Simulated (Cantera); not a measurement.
A closed system holds: 1 mol MgCO₃, 1.2 mol H₂S, 3.6 mol CO₂, held at 825 K and 32.0 mbar.

Equilibrium computed with Cantera from the NASA thermochemical tables; the gas is ideal and each condensed phase is pure. Candidate condensed phases: C, C₆H₆, C₇H₈, C₈H₁₈, H₂O, H₂SO₄, Mg, MgCO₃, MgO, Mg(OH)₂, MgS, MgSO₄, S; 130 gas species. Gases not in the tables: S₃ to S₇. Kinetics and transport are ignored.

Base state: CO₂ 0.736, H₂S 0.152, H₂O 0.0461, CO 0.0237, COS 0.0221, S₂ 0.0145, H₂ 0.00531, CS₂ 0.000160 (mole fractions); condensed: MgO(s).

Question: What changes in the equilibrium state with this change: temperature from 825 K to 1100 K?

Answer: 
```csv
species,before,after
CO₂,0.736,0.616
H₂O,0.0461,0.120
CO,0.0237,0.115
H₂S,0.152,0.0512
S₂,0.0145,0.0656
H₂,0.00531,0.0220
COS,0.0221,0.00844
SO,9.58e-9,1.22e-5
SO₂,1.56e-5,0.00167
SH,1.07e-6,7.04e-5
S₂O,4.49e-6,0.000125
"MgO(s), mol",1.00,1.00
```
